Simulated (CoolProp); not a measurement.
Saturated liquid density (kg/m³) of octamethyltrisiloxane (MDM): the reference equation beside estimates from Tc = 565.4 K, pc = 1.438 MPa, ω = 0.528. Rackett uses Z = 0.29056 − 0.08775 ω.

The numbers come from the reference Helmholtz-energy equation of state, Thol 2017 in CoolProp.

```
T (K)  reference  Rackett  van der Waals  Redlich-Kwong  Peng-Robinson
-----  ---------  -------  -------------  -------------  -------------
388.2      719.9    814.7          417.6          607.0          741.8
396.9      709.8    803.0          412.1          597.3          732.1
405.6      699.6    791.1          406.5          587.2          721.9
414.4      689.1    778.7          400.6          576.7          711.1
423.1      678.3    766.2          394.6          566.0          699.8
431.8      667.3    753.3          388.4          554.8          687.8
440.5      656.0    740.0          381.9          543.2          675.1
449.3      644.1    726.1          375.2          531.1          661.5
```

Absolute difference from the reference over all 8 rows, mean and median: Rackett 13.0 and 13.0 %, van der Waals 41.9 and 41.8 %, Redlich-Kwong 16.5 and 16.4 %, Peng-Robinson 3.1 and 3.1 %.
